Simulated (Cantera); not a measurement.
Input: 1 mol SiH2Cl2, 1.3 mol NH3, 1.3 mol N2, at 1400 K and 1.00 bar.

Cantera equilibrium calculation (NASA polynomials, part measured and part estimated; ideal gas, pure solids and liquids). Candidate condensed phases: NH4Cl, Si, Si3N4; 28 gas species. The tables' values for SiCl3 are old estimates; treat these amounts as uncertain. Equilibrium is a limit: real reactors are often held back by kinetics, nucleation or transport.

Problem. What is the equilibrium state?

Solution. 
```json
{
 "x(H2)": "0.408",
 "x(HCl)": "0.316",
 "x(N2)": "0.258",
 "x(SiCl4)": "0.0147",
 "x(SiCl3)": "0.00140",
 "x(SiHCl3)": "0.00134",
 "x(SiCl2)": "0.000571",
 "x(SiH2Cl2)": "1.84e-5",
 "x(NH3)": "1.13e-5",
 "n(Si3N4(s))": "0.302 mol",
 "gas_amount": "5.209 mol",
 "log10 activity of Si(s) (absent)": "-3.10"
}
```
